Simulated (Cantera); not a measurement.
## Premixed flame

A freely propagating, adiabatic, planar premixed flame of CO : H₂ : CH₄ : O₂ : N₂ = 1 : 0.33 : 1.4 : 2.31 : 8.69 (molar parts), equivalence ratio 1.5, unburnt at 648 K and 300000 Pa; mixture-averaged transport, grid criteria slope 0.08 and curve 0.16, no radiation.

Computed with Cantera and GRI-Mech 3.0 (53 species, 325 reactions). Burning velocities carry a grid error of a few per cent, more on coarse grids.

| z (mm) | T (K) | u (m/s) | x CO | x H₂ | x CH₄ | x NO | x H₂O₂ | x C₂H₂ |
|---|---|---|---|---|---|---|---|---|
| -0.511 | 649 | 0.795 | 0.0727 | 0.0258 | 0.102 | <1e-8 | 4.66e-8 | 3.90e-8 |
| -0.341 | 654 | 0.803 | 0.0725 | 0.0284 | 0.101 | 1.80e-8 | 4.58e-7 | 5.00e-7 |
| -0.256 | 673 | 0.830 | 0.0725 | 0.0316 | 0.0995 | 9.51e-8 | 2.21e-6 | 3.14e-6 |
| -0.170 | 778 | 0.967 | 0.0740 | 0.0373 | 0.0923 | 7.82e-7 | 1.18e-5 | 2.79e-5 |
| -0.0852 | 1210 | 1.53 | 0.0856 | 0.0459 | 0.0631 | 6.53e-6 | 2.50e-5 | 0.000228 |
| -0.0426 | 1591 | 2.03 | 0.0998 | 0.0504 | 0.0354 | 1.40e-5 | 6.68e-6 | 0.000573 |
| 0 | 1937 | 2.48 | 0.114 | 0.0527 | 0.0107 | 2.64e-5 | 2.06e-6 | 0.00108 |
| 0.0426 | 2108 | 2.70 | 0.117 | 0.0519 | 0.00180 | 4.52e-5 | 5.41e-7 | 0.000718 |
| 0.0852 | 2163 | 2.77 | 0.114 | 0.0517 | 0.000281 | 6.44e-5 | 1.71e-7 | 0.000245 |
| 0.170 | 2192 | 2.79 | 0.109 | 0.0528 | 1.25e-5 | 8.81e-5 | 6.54e-8 | 2.61e-5 |
| 0.341 | 2211 | 2.81 | 0.107 | 0.0540 | 2.07e-7 | 0.000105 | 3.92e-8 | 8.68e-7 |
| 0.682 | 2228 | 2.83 | 0.107 | 0.0543 | <1e-8 | 0.000113 | 2.18e-8 | 1.51e-8 |
| 1.36 | 2241 | 2.85 | 0.108 | 0.0545 | <1e-8 | 0.000116 | <1e-8 | <1e-8 |
x: mole fraction of selected species; z is measured from the peak of heat release.

```
Item                         Result
------------------------  ---------
laminar burning velocity  79.3 cm/s
thermal thickness          0.170 mm
peak x(H₂O₂)                2.64e-5
peak x(C₂H₂)                0.00109
grid points                     145
```
